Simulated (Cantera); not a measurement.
Input: 1 mol Si₂H₆, 2.7 mol HCl, 5.1 mol H₂, held at 1798 K and 0.0110 bar.

Equilibrium computed with Cantera from the NASA thermochemical tables; the gas is ideal and each condensed phase is pure. Candidate condensed phases: Si; 19 gas species. The feed counts by its element totals alone. The tables' values for SiCl₃, SiCl are old estimates; treat these amounts as uncertain. Gases not in the tables: Si₂H₆ and higher silanes. Equilibrium is a limit: real reactors are often held back by kinetics, nucleation or transport.

Base state: H₂ 0.809, HCl 0.126, SiCl₂ 0.0608, H 0.00302, SiCl₃ 0.000454, SiCl 0.000361, Cl 0.000360, Si 0.000280 (mole fractions); condensed: Si(l).

Problem. What changes in the equilibrium state with this change: H₂ from 5.1 to 680 mol?

Solution. 
```json
[
 {"species": "H₂", "before": "0.809", "after": "0.992"},
 {"species": "HCl", "before": "0.126", "after": "0.00382"},
 {"species": "H", "before": "0.00302", "after": "0.00334"},
 {"species": "SiCl₂", "before": "0.0608", "after": "4.56e-5"},
 {"species": "Si", "before": "0.000280", "after": "0.000280"},
 {"species": "SiCl₃", "before": "0.000454", "after": "9.33e-9"},
 {"species": "Cl", "before": "0.000360", "after": "9.85e-6"},
 {"species": "SiCl", "before": "0.000361", "after": "9.88e-6"},
 {"species": "SiH₂", "before": "2.39e-5", "after": "2.93e-5"},
 {"species": "Si(l), mol", "before": "1.33", "after": "1.72"}
]
```
